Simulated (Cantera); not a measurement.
Cantera with NASA thermochemical tables; ideal gases at 1 bar, condensed phases pure. Values are per mole of reaction as written; species without (g) are pure solids or liquids, kept so even where they would boil at 1 bar.

4 NO(g) + C ⇌ 2 N2O(g) + CO2(g), with ΔH° = -595.4 kJ and ΔS° = -195.0 J/K at 300 K.

**Question.** How far is the shortcut ΔG° ≈ ΔH°(300 K) − T·ΔS°(300 K) from the full temperature-dependent value at 498, 573, 648, 723, 798, 873 K?

**Answer.** 
| T (K) | shortcut (kJ) | full (kJ) | difference (kJ) | difference in log10 K |
|---|---|---|---|---|
| 498 | -498.3 | -497.9 | -0.4 | 0.05 |
| 573 | -483.7 | -483.0 | -0.7 | 0.06 |
| 648 | -469.0 | -468.2 | -0.9 | 0.07 |
| 723 | -454.4 | -453.3 | -1.1 | 0.08 |
| 798 | -439.8 | -438.6 | -1.2 | 0.08 |
| 873 | -425.2 | -423.8 | -1.3 | 0.08 |
The shortcut ignores the heat-capacity change of the reaction.
